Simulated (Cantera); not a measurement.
Feed: 1 mol PbO, 7.4 mol C, 2.1 mol CO, at 100000 Pa.

Method: chemical equilibrium by Gibbs-energy minimisation in Cantera with the NASA 1993 tables (ideal gas, pure condensed phases). Candidate condensed phases: C, Pb, PbO, PbO₂, Pb₃O₄; 15 gas species. The numbers say what is thermodynamically allowed, not how fast it happens.

Over these rows the condensed part is C(graphite) + Pb(l). Partial pressures as log10 of bar:

```csv
T (K),1000/T (1/K),log p CO₂,log p CO
1150,0.8696,-1.44,-0.02
1200,0.8333,-1.74,-0.01
1250,0.8000,-2.03,0.00
1300,0.7692,?,0.00
1350,0.7407,-2.54,0.00
1400,0.7143,-2.77,0.00
```

Task: Fit log p(CO₂) = a + b·(1000/T) to the five rows, give the apparent enthalpy, and predict the row at 1300 K.

Result: Means: 1000/T = 0.7916, log p = -2.104. Sxy = 0.141267, Sxx = 0.0164595, so b = 8.58 and a = -2.104 − (8.58)×0.7916 = -8.90.
Apparent enthalpy: −19.145 × (8.58) = -164 kJ/mol. With the condensed phases at unit activity, 2 CO(g) = CO₂(g) + C(graphite) links this pressure to the main gases: over the six rows their terms move log p by +0.04 in all, so the slope is close to that reaction's ΔH°. The five rows lie within 0.01 of the line.
Prediction at 1300 K: -8.90 + (8.58)×0.7692 = -2.30. The computed value is -2.29, 0.01 from the line.
